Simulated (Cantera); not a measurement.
Input (Python, Cantera):

```python
import numpy as np
import cantera as ct

gas = ct.Solution("gri30.yaml")
gas.TPX = 1723, 170000, {'NO': 1, 'N2': 0.77, 'H2O': 0.037}
reactor = ct.IdealGasConstPressureReactor(gas, energy="off", clone=False)
net = ct.ReactorNet([reactor])
net.rtol, net.atol = 1e-08, 1e-18
show = ['NO', 'O2', 'NO2', 'N2', 'O']
times = np.geomspace(1e-05, 10, 10)

steps = ct.SolutionArray(gas, extra=["t"])
rows = []
print(f"{'t/s':>10s}{'T/K':>9s}{'P/Pa':>11s}" + "".join(f"{s:>11s}" for s in show))
for t in times:
    while net.time < t:
        t_next = net.step()
        steps.append(gas.state, t=t_next)
    rows.append([np.interp(t, steps.t, y) for y in (steps.T, steps.P, *steps(*show).X.T)])
    print(f"{t:10.3e}{rows[-1][0]:9.1f}{rows[-1][1]:11.4g}" + "".join(f"{x:11.3e}" for x in rows[-1][2:]))
rate = np.gradient(steps.T, steps.t)
print("integrator steps:", len(steps.t))
if steps.T.max() > steps.T[0] + 200:
    print(f"time of steepest temperature rise: {steps.t[rate.argmax()]:.4e} s")
gas.TPX = 1723, 170000, {'NO': 1, 'N2': 0.77, 'H2O': 0.037}
gas.equilibrate("TP")
print(f"equilibrium (TP): T = {gas.T:.1f} K  " + "  ".join(f"{s} {gas[s].X[0]:.3e}" for s in show))
```

Output:

```
       t/s      T/K       P/Pa         NO         O2        NO2         N2          O
 1.000e-05   1723.0    1.7e+05  5.534e-01  4.261e-10  3.245e-07  4.261e-01  1.808e-07
 4.642e-05   1723.0    1.7e+05  5.534e-01  3.808e-09  2.074e-06  4.261e-01  2.053e-07
 2.154e-04   1723.0    1.7e+05  5.534e-01  6.009e-08  1.163e-05  4.261e-01  3.005e-07
 1.000e-03   1723.0    1.7e+05  5.532e-01  2.953e-06  6.973e-05  4.262e-01  9.165e-07
 4.642e-03   1723.0    1.7e+05  5.527e-01  1.035e-04  2.205e-04  4.264e-01  2.343e-06
 2.154e-02   1723.0    1.7e+05  5.507e-01  1.057e-03  2.980e-04  4.274e-01  3.057e-06
 1.000e-01   1723.0    1.7e+05  5.414e-01  5.556e-03  4.280e-04  4.320e-01  4.347e-06
 4.642e-01   1723.0    1.7e+05  5.021e-01  2.496e-02  7.091e-04  4.516e-01  7.560e-06
 2.154e+00   1723.0    1.7e+05  3.728e-01  8.943e-02  9.505e-04  5.162e-01  1.342e-05
 1.000e+01   1723.0    1.7e+05  1.594e-01  1.964e-01  5.965e-04  6.230e-01  1.954e-05
integrator steps: 1352
equilibrium (TP): T = 1723.0 K  NO 3.428e-03  O2 2.749e-01  NO2 1.515e-05  N2 7.011e-01  O 2.300e-05
```

Computed with Cantera and GRI-Mech 3.0 (53 species, 325 reactions).
